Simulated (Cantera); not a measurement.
What does this Cantera script print?

```python
import numpy as np
import cantera as ct

gas = ct.Solution("gri30.yaml", transport_model="mixture-averaged")
show = ['H2', 'C2H2', 'NO']

rows = []
print(f"{'T/K':>7s}{'rho':>11s}{'cp':>10s}{'mu':>11s}{'lambda':>11s}{'Pr':>7s}" + "".join(f"{'D_' + s:>11s}" for s in show))
for T in [400, 500, 600, 700, 800, 900, 1000, 1100]:
    gas.TPX = T, 500000, {'H2': 0.58, 'C3H8': 0.69, 'NH3': 0.9}
    Pr = gas.cp_mass * gas.viscosity / gas.thermal_conductivity
    D = [gas.mix_diff_coeffs_mole[gas.species_index(s)] for s in show]
    rows.append([gas.density, gas.cp_mass, gas.viscosity, gas.thermal_conductivity, Pr, *D])
    print(f"{T:7g}{gas.density:11.4e}{gas.cp_mass:10.1f}{gas.viscosity:11.4e}"
          f"{gas.thermal_conductivity:11.4e}{Pr:7.3f}" + "".join(f"{d:11.4e}" for d in D))
print("SI units: kg/m3, J/kg/K, Pa s, W/m/K, m2/s")
```

Result:

```
    T/K        rho        cp         mu     lambda     Pr       D_H2     D_C2H2       D_NO
    400 3.2510e+00    2486.9 1.2641e-05 6.8621e-02  0.458 2.0694e-05 5.4463e-06 6.7848e-06
    500 2.6008e+00    2820.5 1.5527e-05 8.8352e-02  0.496 3.0496e-05 8.2654e-06 1.0135e-05
    600 2.1673e+00    3122.8 1.8247e-05 1.0865e-01  0.524 4.1689e-05 1.1535e-05 1.3983e-05
    700 1.8577e+00    3390.9 2.0815e-05 1.2933e-01  0.546 5.4178e-05 1.5217e-05 1.8289e-05
    800 1.6255e+00    3626.3 2.3249e-05 1.5019e-01  0.561 6.7890e-05 1.9284e-05 2.3027e-05
    900 1.4449e+00    3834.3 2.5562e-05 1.7112e-01  0.573 8.2767e-05 2.3712e-05 2.8173e-05
   1000 1.3004e+00    4024.7 2.7770e-05 1.9201e-01  0.582 9.8759e-05 2.8484e-05 3.3709e-05
   1100 1.1822e+00    4178.0 2.9884e-05 2.1278e-01  0.587 1.1583e-04 3.3583e-05 3.9618e-05
SI units: kg/m3, J/kg/K, Pa s, W/m/K, m2/s
```

Detailed kinetics in Cantera: GRI-Mech 3.0 (53 species, 325 reactions). Polar gases are described roughly by these parameters. The composition is frozen, though it would react at the higher temperatures.
